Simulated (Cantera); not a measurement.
Input (Python, Cantera):

```python
import numpy as np
import cantera as ct

gas = ct.Solution("gri30.yaml", transport_model="mixture-averaged")
show = ['NH3', 'NO', 'O']

rows = []
print(f"{'T/K':>7s}{'rho':>11s}{'cp':>10s}{'mu':>11s}{'lambda':>11s}{'Pr':>7s}" + "".join(f"{'D_' + s:>11s}" for s in show))
for T in [400, 500, 600, 700, 800, 900, 1000, 1100, 1200]:
    gas.TPX = T, 15, {'C3H8': 0.37, 'CH4': 0.87}
    Pr = gas.cp_mass * gas.viscosity / gas.thermal_conductivity
    D = [gas.mix_diff_coeffs_mole[gas.species_index(s)] for s in show]
    rows.append([gas.density, gas.cp_mass, gas.viscosity, gas.thermal_conductivity, Pr, *D])
    print(f"{T:7g}{gas.density:11.4e}{gas.cp_mass:10.1f}{gas.viscosity:11.4e}"
          f"{gas.thermal_conductivity:11.4e}{Pr:7.3f}" + "".join(f"{d:11.4e}" for d in D))
print("SI units: kg/m3, J/kg/K, Pa s, W/m/K, m2/s")
```

It prints:

```
    T/K        rho        cp         mu     lambda     Pr      D_NH3       D_NO        D_O
    400 1.1011e-04    2314.8 1.2982e-05 4.3578e-02  0.690 2.0390e-01 1.9433e-01 2.9820e-01
    500 8.8090e-05    2710.0 1.5581e-05 6.0454e-02  0.698 3.1267e-01 2.8754e-01 4.3985e-01
    600 7.3408e-05    3087.7 1.7952e-05 7.8699e-02  0.704 4.3983e-01 3.9412e-01 6.0166e-01
    700 6.2921e-05    3430.2 2.0149e-05 9.7641e-02  0.708 5.8379e-01 5.1313e-01 7.8222e-01
    800 5.5056e-05    3732.0 2.2206e-05 1.1689e-01  0.709 7.4335e-01 6.4384e-01 9.8049e-01
    900 4.8939e-05    3999.1 2.4149e-05 1.3619e-01  0.709 9.1750e-01 7.8568e-01 1.1956e+00
   1000 4.4045e-05    4249.8 2.5998e-05 1.5540e-01  0.711 1.1054e+00 9.3816e-01 1.4268e+00
   1100 4.0041e-05    4453.9 2.7767e-05 1.7442e-01  0.709 1.3065e+00 1.1009e+00 1.6736e+00
   1200 3.6704e-05    4639.2 2.9466e-05 1.9318e-01  0.708 1.5202e+00 1.2735e+00 1.9354e+00
SI units: kg/m3, J/kg/K, Pa s, W/m/K, m2/s
```

Model: GRI-Mech 3.0 (53 species, 325 reactions), integrated in Cantera. The composition is frozen, though it would react at the higher temperatures.
